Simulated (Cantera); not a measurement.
What does this Cantera script print?

```python
import numpy as np
import cantera as ct

gas_names = """
    H HO2 H2 H2O H2O2 O OH O2 O3
""".split()
cond_names = """
    H2O(s) H2O(L)
""".split()


def load(file, names, dense=False):
    # The tables refer to 1 bar. Condensed volumes are neglected.
    table = {s.name: s for s in ct.Species.list_from_file(file)}
    out = []
    for n in names:
        d = dict(table[n].input_data)
        d["thermo"] = dict(d["thermo"], **{"reference-pressure": 1e5})
        if dense:
            d["equation-of-state"] = {"model": "constant-volume", "density": "1e6 g/cm^3"}
        out.append(ct.Species.from_dict(d))
    return out


gas = ct.Solution(thermo="ideal-gas", species=load("nasa_gas.yaml", gas_names))
cond = {s.name: ct.Solution(thermo="fixed-stoichiometry", species=[s], name=s.name)
        for s in load("nasa_condensed.yaml", cond_names, dense=True)}
atoms = {
    'H2O': {'H': 2, 'O': 1},
    'H2': {'H': 2},
    'O2': {'O': 2},
}
top_T = {}  # K; cautious upper limits of use, not melting points


def equilibrate(T, P, feed):
    n = {}
    for name, mol in feed.items():
        for a, k in atoms[name].items():
            n[a] = n.get(a, 0.0) + k * mol
    gas.TPX = T, P, n
    mass = sum(n.values()) * gas.mean_molecular_weight
    gas.equilibrate("TP")
    valid = [c for c in cond.values() if c.min_temp <= T <= top_T.get(c.name, c.max_temp)]
    mix = ct.Mixture([(gas, mass / gas.mean_molecular_weight)] + [(c, 0.0) for c in valid])
    mix.T, mix.P = T, P
    mix.equilibrate("TP", solver="vcs", rtol=1e-11, max_steps=5000)
    return mix


results = []
feed = {'H2O': 1, 'H2': 0.37, 'O2': 0.5}  # mol
T = 3150  # K
P = 5000000  # Pa
mix = equilibrate(T, P, feed)
results.append((T, P, feed, dict(zip(mix.species_names, mix.species_moles))))
print(gas.report(threshold=0.0001))
for i in range(1, mix.n_phases):
    print(f"{mix.phase(i).name:16s} {mix.phase_moles(i):12.5e} mol")
```

It prints:

```
       temperature   3150 K
          pressure   5e+06 Pa
           density   3.7996 kg/m^3
  mean mol. weight   19.903 kg/kmol
   phase of matter   gas

                          1 kg             1 kmol
                     ---------------   ---------------
          enthalpy       -2.2016e+06       -4.3818e+07  J
   internal energy       -3.5175e+06       -7.0009e+07  J
           entropy             13002        2.5877e+05  J/K
    Gibbs function       -4.3156e+07       -8.5893e+08  J
 heat capacity c_p              2621             52165  J/K
 heat capacity c_v            2203.2             43850  J/K

                      mass frac. Y      mole frac. X     chem. pot. / RT
                     ---------------   ---------------   ---------------
                 H        0.00023701         0.0046797           -10.557
               HO2        0.00055409        0.00033412           -38.908
                H2         0.0018487          0.018251           -21.114
               H2O           0.65984           0.72898           -35.289
                 O         0.0086054          0.010705           -14.176
                OH          0.059213          0.069295           -24.732
                O2           0.26962           0.16771           -28.351
     [   +2 minor]        8.1302e-05        4.7207e-05
```

Equilibrium computed with Cantera from the NASA thermochemical tables; the gas is ideal and each condensed phase is pure. The ideal-gas law is rough above about 30 bar.
